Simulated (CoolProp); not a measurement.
Computed with CoolProp (reference Helmholtz-energy equation of state, de Reuck 1990).

Task: Give the vapour pressure (MPa), vapour density (kg/m³), liquid cp (kJ/(kg K)), surface tension (mN/m) of saturated fluorine at 80.9 K.

Result: 
```csv
T (K),p (MPa),vapour density (kg/m³),liquid cp (kJ/(kg K)),surface tension (mN/m)
80.9,0.0614,3.56,1.50,14.6
```

Surface tension comes from a separate correlation (Mulero 2012).
